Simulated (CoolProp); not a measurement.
The fluid at 298.15 K and 2.18 MPa expands adiabatically to 0.2 MPa with isentropic efficiency 1. The same conditions are run with several fluids, on thermodynamics alone (safety and materials aside).

Model: reference Helmholtz-energy equation of state of each fluid (nitrous oxide: Lemmon 2006; hydrogen chloride: Thol 2018; dry air: Lemmon 2000; fluorine: de Reuck 1990; ethane: Bücker 2006), in CoolProp. Blends and air are pseudo-pure fits.

**Question.** Rank nitrous oxide, hydrogen chloride, dry air, fluorine, ethane by work (kJ/kg), highest first.

**Answer.** dry air (146), ethane (138), fluorine (113), hydrogen chloride (109), nitrous oxide (94.2)

| fluid | final temperature (K) | final phase | final density (kg/m³) |
|---|---|---|---|
| nitrous oxide | 196.9 | two-phase, vapour fraction 0.918 | 6.11 |
| hydrogen chloride | 201.1 | two-phase, vapour fraction 0.870 | 5.26 |
| dry air | 149.4 | gas | 4.72 |
| fluorine | 152.9 | gas | 6.04 |
| ethane | 198.2 | two-phase, vapour fraction 0.952 | 4.05 |
